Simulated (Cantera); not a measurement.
A closed system holds: 1 mol Si₃H₈, 0.59 mol HCl, 58 mol H₂, held at 1798 K.

Cantera equilibrium calculation (NASA polynomials, part measured and part estimated; ideal gas, pure solids and liquids). Candidate condensed phases: Si; 19 gas species. The feed counts by its element totals alone. The tables' values for SiCl are old estimates; treat these amounts as uncertain. Gases not in the tables: Si₂H₆ and higher silanes. Kinetics and transport are ignored.

x: gas mole fraction; n: condensed amount in mol.

```csv
P (Pa),x H₂,x H,x HCl,x Si,x SiCl₂,x SiH,x SiCl,n Si(l)
100,0.977,0.0110,0.00871,0.00308,0.000241,0.000111,7.53e-5,2.77
300,0.983,0.00637,0.00881,0.00103,0.000245,6.41e-5,4.38e-5,2.91
880,0.987,___,0.00886,___,0.000247,___,2.57e-5,2.96
2600,0.988,0.00217,0.00889,0.000119,0.000248,2.18e-5,1.50e-5,2.97
7700,0.989,0.00126,0.00890,4.01e-5,0.000248,1.27e-5,8.72e-6,2.98
23000,0.990,___,0.00891,___,0.000249,___,5.05e-6,2.98
68000,0.990,0.000425,0.00891,4.54e-6,0.000249,4.27e-6,2.94e-6,2.98
200000,0.991,0.000248,0.00891,1.54e-6,0.000249,2.49e-6,1.71e-6,2.98
```

Question: What belongs in the gaps?

Answer: 
- 23000, x H: 0.000730
- 23000, x Si: 1.34e-5
- 23000, x SiH: 7.34e-6
- 880, x H: 0.00373
- 880, x Si: 0.000351
- 880, x SiH: 3.75e-5
